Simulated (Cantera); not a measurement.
A Cantera script and what it prints.

```python
import numpy as np
import cantera as ct

gas_names = """
    H HO2 H2 H2O H2O2 Nb NbO NbO2 O OH O2 O3
""".split()
cond_names = """
    H2O(s) H2O(L) Nb(cr) Nb(L) NbO(s) NbO(L) NbO2(I) NbO2(II) NbO2(III) NbO2(L) Nb2O5(s) Nb2O5(L)
""".split()


# ... load() reads the species with a 1 bar reference pressure and builds the phases ...
atoms = {
    'Nb2O5': {'Nb': 2, 'O': 5},
    'H2': {'H': 2},
    'H2O': {'H': 2, 'O': 1},
}
top_T = {}  # K; cautious upper limits of use, not melting points


# ... equilibrate(T, P, feed) seeds the gas with the atoms and calls Mixture.equilibrate('TP', solver="vcs", rtol=1e-11, max_steps=5000) ...
results = []
feed = {'Nb2O5': 1, 'H2': 14, 'H2O': 1.1}  # mol
P = 133.322  # Pa
for T in [1073, 1148, 1223, 1298, 1373, 1448, 1523, 1598, 1673, 1748, 1823, 1898, 1973]:
    mix = equilibrate(T, P, feed)
    results.append((T, P, feed, dict(zip(mix.species_names, mix.species_moles))))
    x = sorted(zip(gas.X, gas.species_names), reverse=True)
    print(f"T = {T:g} K  P = {P:g} Pa  gas = {mix.phase_moles(0):.4g} mol")
    print("   x: " + "  ".join(f"{s} {v:.3e}" for v, s in x if v > 1e-05))
    print("   condensed (mol): " + ("  ".join(f"{mix.phase(i).name} {mix.phase_moles(i):.4g}"
          for i in range(1, mix.n_phases) if mix.phase_moles(i) > 1e-12) or "none"))
```

Output:

```
T = 1073 K  P = 133.322 Pa  gas = 15.1 mol
   x: H2 9.272e-01  H2O 7.285e-02
   condensed (mol): Nb2O5(s) 1
T = 1148 K  P = 133.322 Pa  gas = 15.1 mol
   x: H2 9.272e-01  H2O 7.285e-02
   condensed (mol): Nb2O5(s) 1
T = 1223 K  P = 133.322 Pa  gas = 15.1 mol
   x: H2 9.271e-01  H2O 7.285e-02
   condensed (mol): Nb2O5(s) 1
T = 1298 K  P = 133.322 Pa  gas = 15.1 mol
   x: H2 9.271e-01  H2O 7.285e-02  H 2.826e-05
   condensed (mol): Nb2O5(s) 1
T = 1373 K  P = 133.322 Pa  gas = 15.1 mol
   x: H2 9.271e-01  H2O 7.284e-02  H 8.781e-05
   condensed (mol): Nb2O5(s) 1
T = 1448 K  P = 133.322 Pa  gas = 15.1 mol
   x: H2 9.269e-01  H2O 7.284e-02  H 2.430e-04
   condensed (mol): Nb2O5(s) 1
T = 1523 K  P = 133.322 Pa  gas = 15.1 mol
   x: H2 9.059e-01  H2O 9.353e-02  H 6.024e-04
   condensed (mol): NbO2(III) 0.6255  Nb2O5(s) 0.6872
T = 1598 K  P = 133.322 Pa  gas = 15.11 mol
   x: H2 8.793e-01  H2O 1.194e-01  H 1.367e-03
   condensed (mol): NbO2(III) 1.407  Nb2O5(s) 0.2963
T = 1673 K  P = 133.322 Pa  gas = 15.12 mol
   x: H2 8.582e-01  H2O 1.388e-01  H 2.889e-03  OH 2.249e-05
   condensed (mol): NbO2(III) 2
T = 1748 K  P = 133.322 Pa  gas = 15.14 mol
   x: H2 8.555e-01  H2O 1.386e-01  H 5.788e-03  OH 5.471e-05  NbO2 2.645e-05
   condensed (mol): NbO2(III) 2
T = 1823 K  P = 133.322 Pa  gas = 15.19 mol
   x: H2 8.506e-01  H2O 1.382e-01  H 1.094e-02  NbO2 1.269e-04  OH 1.237e-04
   condensed (mol): NbO2(III) 1.998
T = 1898 K  P = 133.322 Pa  gas = 15.26 mol
   x: H2 8.422e-01  H2O 1.373e-01  H 1.965e-02  NbO2 5.354e-04  OH 2.621e-04
   condensed (mol): NbO2(III) 1.992
T = 1973 K  P = 133.322 Pa  gas = 15.39 mol
   x: H2 8.279e-01  H2O 1.359e-01  H 3.362e-02  NbO2 2.015e-03  OH 5.239e-04  O 1.566e-05
   condensed (mol): NbO2(III) 1.969
```

Equilibrium computed with Cantera from the NASA thermochemical tables; the gas is ideal and each condensed phase is pure. Mutual solubility and eutectic melting of coexisting phases are not modelled. Condensed phases not in the tables: the oxides between NbO2 and Nb2O5.
